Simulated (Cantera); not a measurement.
Input: 1 mol C3H8, 0.14 mol O2, 0.49 mol H2, held at 10.0 mbar.

Cantera equilibrium calculation (NASA polynomials, part measured and part estimated; ideal gas, pure solids and liquids). Candidate condensed phases: C, C6H6, C7H8, C8H18, H2O; 110 gas species. The numbers say what is thermodynamically allowed, not how fast it happens.

log p: log10 of the partial pressure in bar; n: condensed amount in mol.

```json
[
 {"T (°C)": "1100", "log p H2": "-2.03", "log p H": "-6.49", "log p CO": "-3.23", "log p C2H2 (acetylene)": "-7.79", "n C(graphite)": "2.72"},
 {"T (°C)": "1200", "log p H2": "-2.03", "log p H": "___", "log p CO": "-3.23", "log p C2H2 (acetylene)": "___", "n C(graphite)": "2.72"},
 {"T (°C)": "1300", "log p H2": "-2.03", "log p H": "-5.40", "log p CO": "-3.23", "log p C2H2 (acetylene)": "-6.71", "n C(graphite)": "2.72"},
 {"T (°C)": "1400", "log p H2": "-2.03", "log p H": "-4.96", "log p CO": "-3.23", "log p C2H2 (acetylene)": "-6.27", "n C(graphite)": "2.72"},
 {"T (°C)": "1500", "log p H2": "-2.03", "log p H": "-4.56", "log p CO": "-3.23", "log p C2H2 (acetylene)": "-5.88", "n C(graphite)": "2.72"},
 {"T (°C)": "1600", "log p H2": "-2.03", "log p H": "-4.20", "log p CO": "-3.23", "log p C2H2 (acetylene)": "-5.53", "n C(graphite)": "2.72"},
 {"T (°C)": "1700", "log p H2": "-2.03", "log p H": "___", "log p CO": "-3.23", "log p C2H2 (acetylene)": "___", "n C(graphite)": "2.71"},
 {"T (°C)": "1800", "log p H2": "-2.04", "log p H": "-3.60", "log p CO": "-3.24", "log p C2H2 (acetylene)": "-4.95", "n C(graphite)": "2.71"},
 {"T (°C)": "1900", "log p H2": "-2.05", "log p H": "-3.34", "log p CO": "-3.24", "log p C2H2 (acetylene)": "-4.70", "n C(graphite)": "2.70"},
 {"T (°C)": "2000", "log p H2": "-2.06", "log p H": "-3.11", "log p CO": "-3.25", "log p C2H2 (acetylene)": "-4.49", "n C(graphite)": "2.69"},
 {"T (°C)": "2100", "log p H2": "-2.09", "log p H": "-2.90", "log p CO": "-3.26", "log p C2H2 (acetylene)": "-4.30", "n C(graphite)": "2.67"}
]
```

**Question.** Fill in the missing entries.

**Answer.** 
- 1700, log p H: -3.89
- 1700, log p C2H2 (acetylene): -5.23
- 1200, log p H: -5.91
- 1200, log p C2H2 (acetylene): -7.21
